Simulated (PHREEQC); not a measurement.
## Acid mine or pickling water: an equilibrium model

A made-up water analysis in mg/L, 10 °C, pH 3.07, pe 10.3: Na 61.3; K 142; Ca 63.5; Mg 68.6; Cl 132; S(6) as SO4 650; Br 1.14.

Valence states are taken as typed.

Computed with PHREEQC (ion-association model, wateq4f.dat).

This is a speciation only: nothing precipitates in the calculation.

Problem. Predict the ionic strength.

Solution. ionic strength 0.0234 mol/kgw.

Problem. In which forms is Na present?

Solution. Na+ 99 %, NaSO4- 1.4 % of the Na.

Complexes and solids missing from the database can't appear. Constants without temperature data keep their 25 °C values here.
